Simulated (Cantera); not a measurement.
**Hydrocarbon pyrolysis for carbon deposition**

A perfectly stirred reactor is fed with 41.7 % CH4, 58.3 % N2, at 30.0 Torr; it is held at 1600 K, and followed from long to short residence time.

Detailed kinetics in Cantera: GRI-Mech 3.0 (53 species, 325 reactions). GRI-Mech 3.0 stops at C3 and has no aromatics, soot or wall deposition, so with more carbon than oxygen in the feed, carbon stays in small species such as C2H2 where larger ones or solid carbon would form. Radical loss at walls, strong at low pressure, is not modelled.

| τ (s) | x CH4 | x C2H6 | x HCN | x C2H | x C2H2 | x H2 |
|---|---|---|---|---|---|---|
| 5.7 | 0.0611 | 1.40e-5 | 4.08e-7 | 1.23e-7 | 0.125 | 0.376 |
| 1.9 | 0.110 | 3.93e-5 | 1.59e-7 | 9.44e-8 | 0.107 | 0.323 |
| 0.66 | 0.179 | 9.44e-5 | 5.82e-8 | 6.73e-8 | 0.0813 | 0.249 |
| 0.22 | 0.262 | 0.000198 | 1.73e-8 | 4.06e-8 | 0.0496 | 0.160 |
| 0.077 | 0.335 | 0.000316 | 3.88e-9 | 1.81e-8 | 0.0213 | 0.0803 |
| 0.026 | 0.391 | 0.000300 | 3.31e-10 | 3.29e-9 | 0.00361 | 0.0225 |
| 0.0089 | 0.413 | 9.39e-5 | 7.58e-12 | 1.58e-10 | 0.000132 | 0.00263 |
x: mole fraction; the columns are a selection and need not sum to one.
